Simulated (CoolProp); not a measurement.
Nitrous oxide along the isotherm 226.85 °C: fugacity coefficient from the reference equation and from simpler models built on Tc = 36.4 °C, pc = 72.45 bar, ω = 0.161; each cubic takes its own stable root.

Values from CoolProp's reference Helmholtz-energy equation of state, Lemmon 2006. It is a short technical equation, of lower accuracy than the large ones.

```
p (bar)          phase  reference  van der Waals  Soave-Redlich-Kwong  Peng-Robinson
-------  -------------  ---------  -------------  -------------------  -------------
27.9               gas     0.9767         0.9680               0.9807         0.9728
55.7               gas     0.9546         0.9371               0.9627         0.9477
83.6     supercritical     0.9336         0.9072               0.9461         0.9245
111      supercritical     0.9141         0.8790               0.9310         0.9038
139      supercritical     0.8954         0.8518               0.9171         0.8845
167      supercritical     0.8780         0.8264               0.9046         0.8672
195      supercritical     0.8619         0.8031               0.8936         0.8517
223      supercritical     0.8473         0.7823               0.8839         0.8379
251      supercritical     0.8341         0.7642               0.8757         0.8259
279      supercritical     0.8224         0.7489               0.8688         0.8154
307      supercritical     0.8121         0.7361               0.8632         0.8063
334      supercritical     0.8035         0.7260               0.8589         0.7989
362      supercritical     0.7959         0.7178               0.8556         0.7923
```
